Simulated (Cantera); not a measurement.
**Ignition delay**

Mixture: CH4 : CO : O2 : N2 = 1 : 1.3 : 1.47 : 5.54 (molar parts), equivalence ratio 1.8, at 18.0 bar, adiabatic and at constant volume. Ignition delay is the time to a rise of 400 K.

Computed with Cantera and GRI-Mech 3.0 (53 species, 325 reactions). The pressure lies above the range GRI-Mech 3.0 was tuned for (to about 10 atm).

```json
[
 {"T0 (K)": "1175", "delay (ms)": "11.1"},
 {"T0 (K)": "1275", "delay (ms)": "2.65"},
 {"T0 (K)": "1375", "delay (ms)": "0.751"},
 {"T0 (K)": "1475", "delay (ms)": "0.240"},
 {"T0 (K)": "1575", "delay (ms)": "0.0853"},
 {"T0 (K)": "1675", "delay (ms)": "0.0334"},
 {"T0 (K)": "1775", "delay (ms)": "0.0144"},
 {"T0 (K)": "1875", "delay (ms)": "0.00691"},
 {"T0 (K)": "1975", "delay (ms)": "0.00364"},
 {"T0 (K)": "2075", "delay (ms)": "0.00209"}
]
```

```yaml
apparent activation energy between 1875 and 2075 K: 190 kJ/mol
```
